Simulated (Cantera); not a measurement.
What does this Cantera script print?

```python
import numpy as np
import cantera as ct

gas_names = """
    F F2 H HF H2 H2F2 H3F3 H4F4 H5F5 H6F6 H7F7 Si SiF SiF2 SiF3 SiF4 SiH SiHF3 SiH2 SiH2F2 SiH3 SiH3F
    SiH4 Si2 Si3
""".split()
cond_names = """
    Si(cr) Si(L)
""".split()


# ... load() reads the species with a 1 bar reference pressure and builds the phases ...
atoms = {
    'Si': {'Si': 1},
    'HF': {'H': 1, 'F': 1},
}
top_T = {}  # K; cautious upper limits of use, not melting points


# ... equilibrate(T, P, feed) seeds the gas with the atoms and calls Mixture.equilibrate('TP', solver="vcs", rtol=1e-11, max_steps=5000) ...
results = []
T = 500  # K
P = 370  # Pa
for m in [1.1, 1.2, 1.4, 1.5, 1.8, 2, 2.3, 2.6, 2.9, 3.3, 3.8, 4.3]:
    feed = {'Si': 1, 'HF': m}  # mol
    mix = equilibrate(T, P, feed)
    results.append((T, P, feed, dict(zip(mix.species_names, mix.species_moles))))

top = {s: max(r[3][s] / sum(r[3][g] for g in gas_names) for r in results) for s in gas_names}
cols = sorted((s for s in top if top[s] > 1e-06), key=lambda s: -top[s])[:5]
seen = [c for c in cond_names if any(r[3].get(c, 0) > 1e-12 for r in results)]
print("log10 of partial pressures in bar; condensed amounts in mol")
print(f"{'n(HF)':>10s}" + "".join(f"{s[:9]:>10s}" for s in cols + seen))
for T, P, feed, n in results:
    ng = sum(n[g] for g in gas_names)
    print(f"{feed['HF']:10.4g}" + "".join(f"{np.log10(max(n[s] / ng * P / 1e5, 1e-99)):10.3f}" for s in cols)
          + "".join(f"{n.get(c, 0):10.4g}" for c in seen))
```

It prints:

```
log10 of partial pressures in bar; condensed amounts in mol
     n(HF)        H2      SiF4        HF     SiHF3    SiH2F2    Si(cr)
       1.1    -2.609    -2.912   -13.520    -4.885    -6.930    0.7243
       1.2    -2.609    -2.912   -13.520    -4.885    -6.930    0.6992
       1.4    -2.609    -2.912   -13.520    -4.885    -6.930    0.6491
       1.5    -2.609    -2.912   -13.520    -4.885    -6.930     0.624
       1.8    -2.609    -2.912   -13.520    -4.885    -6.930    0.5488
         2    -2.609    -2.912   -13.520    -4.885    -6.930    0.4987
       2.3    -2.609    -2.912   -13.520    -4.885    -6.930    0.4235
       2.6    -2.609    -2.912   -13.520    -4.885    -6.930    0.3483
       2.9    -2.609    -2.912   -13.520    -4.885    -6.930    0.2731
       3.3    -2.609    -2.912   -13.520    -4.885    -6.930    0.1728
       3.8    -2.609    -2.912   -13.520    -4.885    -6.930   0.04745
       4.3    -2.649    -2.950    -3.473   -15.011   -27.143         0
```

Equilibrium computed with Cantera from the NASA thermochemical tables; the gas is ideal and each condensed phase is pure.
